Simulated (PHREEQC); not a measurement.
Dissolve 0.071 mol/kgw CaCl2 at 20 °C. Closed to the air; pH follows from the charge balance.

The numbers come from PHREEQC with the ion-association model, wateq4f.dat.

Each row changes one thing in this solution. No solid was allowed to form.

| case | pH | ionic strength (mol/kgw) | CaOH+ (mol/kgw) | SI of Portlandite (Ca(OH)2) |
|---|---|---|---|---|
| as made | 6.97 | 0.213 | 4.60e-8 | -10.90 |
| CaCl2 from 0.071 to 0.355 mol/kgw | 6.80 | 1.06 | 1.38e-7 | -10.64 |
| 0.13 mol/kgw SrBr2 added | 6.94 | 0.603 | 3.69e-8 | -11.06 |
| CaCl2 from 0.071 to 0.142 mol/kgw | 6.91 | 0.426 | 7.25e-8 | -10.78 |
| CaCl2 from 0.071 to 0.0142 mol/kgw | 7.04 | 0.0426 | 1.52e-8 | -11.26 |
| temperature from 20 to 30 °C | 6.85 | 0.213 | 3.44e-8 | -10.39 |
| 0.011 mol/kgw Cd(NO3)2 added | 5.91 | 0.226 | 4.01e-9 | -13.02 |

The ionic strength passes 0.7 mol/kgw, the rough limit of the ion-association models, in CaCl2 from 0.071 to 0.355 mol/kgw.
